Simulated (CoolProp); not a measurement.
The fluid at 368.92 K and 0.687 MPa flows at 7.1 m/s in a round tube of 25 mm bore and 15 µm roughness, fully developed (64/Re and Nu = 3.66 if laminar; Colebrook and Gnielinski if turbulent). The same conditions are run with several fluids, on thermodynamics alone (safety and materials aside).

Values from CoolProp's reference Helmholtz-energy equation of state of each fluid (R236EA: Rui 2013; R407C: Lemmon 2003; R134a: Tillner-Roth 1994; propane: Lemmon 2009; R13: Platzer 1990). The equations of Platzer and Polt are older, rougher fits. Blends and air are pseudo-pure fits.

| fluid | Reynolds number | Darcy friction factor | pressure drop (Pa/m) | heat-transfer coefficient (W/(m² K)) | mass flow (kg/h) |
|---|---|---|---|---|---|
| R236EA | 503000 | 0.0183 | 707 | 734 | 482 |
| R407C | 236000 | 0.0191 | 391 | 371 | 255 |
| R134a | 297000 | 0.0188 | 463 | 455 | 307 |
| propane | 184000 | 0.0195 | 206 | 414 | 131 |
| R13 | 244000 | 0.0190 | 463 | 336 | 303 |

Transport values come from each fluid's own correlations; those of R236EA, R134a, R13 are estimates that may be off by 10 % or more.
